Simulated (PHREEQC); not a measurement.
**Alkaline etch or developer (model solution)**

Make-up at 25 °C: 0.0093 mol TMAH and 0.071 mol NaAlO2 per kg of water. Closed to the air; pH follows from the charge balance.

Equilibrium calculation in PHREEQC: ion-association model, phreeqc.dat.

No solid was allowed to form.

Q: Estimate the pH, ionic strength.

A: pH 11.86; ionic strength 0.0803 mol/kgw.

The solution is supersaturated, for example in Gibbsite (slow to form), so a real one may precipitate; this is no full list. (CH3)4N+ isn't in the database: it is added as a free cation with an ion size of 4 Å.
